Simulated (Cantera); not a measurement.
An isothermal, constant-pressure homogeneous reactor starts with NO : N2 = 1 : 0.11 (molar parts), at 1525 K and 10.5 Torr. Integrator tolerance rtol = 1e-08.

Detailed kinetics in Cantera: GRI-Mech 3.0 (53 species, 325 reactions). Radical loss at walls, strong at low pressure, is not modelled.

Question: What does this change do: pressure from 10.5 Torr to 465 Torr?

Answer: 
| quantity | before | after |
|---|---|---|
| x(NO) at 100 s | 0.872 (gas-phase equilibrium 0.00169) | 0.368 (gas-phase equilibrium 0.00169) |
| x(O) at 100 s | 8.54e-6 (gas-phase equilibrium 3.23e-5) | 3.76e-6 (gas-phase equilibrium 4.85e-6) |
| x(O2) at 100 s | 0.0141 (gas-phase equilibrium 0.450) | 0.265 (gas-phase equilibrium 0.450) |
| x(NO2) at 100 s | 0.000120 (gas-phase equilibrium 1.45e-6) | 0.00161 (gas-phase equilibrium 9.66e-6) |
| x(N2O) at 100 s | 0.000229 (gas-phase equilibrium 1.02e-8) | 4.42e-5 (gas-phase equilibrium 6.77e-8) |
| x(N2) at 100 s | 0.113 (gas-phase equilibrium 0.549) | 0.365 (gas-phase equilibrium 0.549) |

Question: What does this change do: temperature 1525 to 1673 K?

Answer: 
```json
[
 {"quantity": "x(NO) at 100 s", "before": "0.872 (gas-phase equilibrium 0.00169)", "after": "0.744 (gas-phase equilibrium 0.00320)"},
 {"quantity": "x(O) at 100 s", "before": "8.54e-6 (gas-phase equilibrium 3.23e-5)", "after": "9.17e-5 (gas-phase equilibrium 0.000190)"},
 {"quantity": "x(O2) at 100 s", "before": "0.0141 (gas-phase equilibrium 0.450)", "after": "0.0784 (gas-phase equilibrium 0.449)"},
 {"quantity": "x(NO2) at 100 s", "before": "0.000120 (gas-phase equilibrium 1.45e-6)", "after": "0.000166 (gas-phase equilibrium 1.84e-6)"},
 {"quantity": "x(N2O) at 100 s", "before": "0.000229 (gas-phase equilibrium 1.02e-8)", "after": "0.000159 (gas-phase equilibrium 1.85e-8)"},
 {"quantity": "x(N2) at 100 s", "before": "0.113 (gas-phase equilibrium 0.549)", "after": "0.178 (gas-phase equilibrium 0.548)"}
]
```
